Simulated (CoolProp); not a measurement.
Vapour-liquid equilibrium of R227EA (1) + isobutene (2) at 0.0517 MPa; x and y are mole fractions of (1).

The numbers come from the multi-fluid Helmholtz-energy mixture model, Lemmon 2016 and Lemmon 2005; pair parameters Bell 2016 in CoolProp.

```
x      bubble temperature, mixture model (°C)  bubble temperature, Raoult's law (°C)  y, mixture model  y, Raoult's law
-----  --------------------------------------  -------------------------------------  ----------------  ---------------
0.05                                    -27.4                                  -23.5             0.215            0.071
0.125                                   -30.9                                  -24.2             0.373            0.172
0.2                                     -32.6                                  -24.9             0.451            0.267
0.275                                   -33.5                                  -25.6             0.496            0.355
0.35                                    -34.0                                  -26.2             0.525            0.439
0.425                                   -34.3                                  -26.8             0.548            0.517
0.5                                     -34.5                                  -27.4             0.570            0.592
0.575                                   -34.6                                  -28.0             0.594            0.662
0.65                                    -34.6                                  -28.5             0.623            0.729
0.725                                   -34.4                                  -29.1             0.661            0.792
0.8                                     -34.0                                  -29.6             0.715            0.853
0.875                                   -33.3                                  -30.1             0.790            0.910
0.95                                    -32.0                                  -30.6             0.899            0.965
```

The largest gap from Raoult's law is -7.9 K in bubble temperature, at x = 0.275. y crosses x between x = 0.575 and 0.65: the model has an azeotrope there.

Pair parameters are fitted to limited data, so mixtures are less certain than the pure fluids.
